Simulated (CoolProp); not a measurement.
Vapour-liquid equilibrium of 1-butene (1) + n-butane (2) at 259.2 K; x and y are mole fractions of (1).

The numbers come from the multi-fluid Helmholtz-energy mixture model, Lemmon 2005 and Bücker 2006; pair parameters Bell 2016 in CoolProp.

| x | bubble pressure (kPa) | y at the bubble point | dew pressure at overall composition x (kPa) | liquid density (mol/L) |
|---|---|---|---|---|
| 0.05 | 59.77 | 0.063 | 59.60 | 10.62 |
| 0.125 | 61.06 | 0.155 | 60.63 | 10.67 |
| 0.2 | 62.36 | 0.243 | 61.71 | 10.72 |
| 0.275 | 63.67 | 0.328 | 62.84 | 10.78 |
| 0.35 | 64.97 | 0.409 | 64.02 | 10.83 |
| 0.425 | 66.24 | 0.486 | 65.23 | 10.88 |
| 0.5 | 67.49 | 0.560 | 66.48 | 10.93 |
| 0.575 | 68.69 | 0.631 | 67.75 | 10.99 |
| 0.65 | 69.85 | 0.699 | 69.02 | 11.04 |
| 0.725 | 70.95 | 0.765 | 70.29 | 11.09 |
| 0.8 | 72.00 | 0.830 | 71.52 | 11.15 |
| 0.875 | 72.98 | 0.894 | 72.70 | 11.21 |
| 0.95 | 73.90 | 0.957 | 73.79 | 11.27 |

No azeotrope shows between x = 0.05 and 0.95.

Pair parameters are fitted to limited data, so mixtures are less certain than the pure fluids.
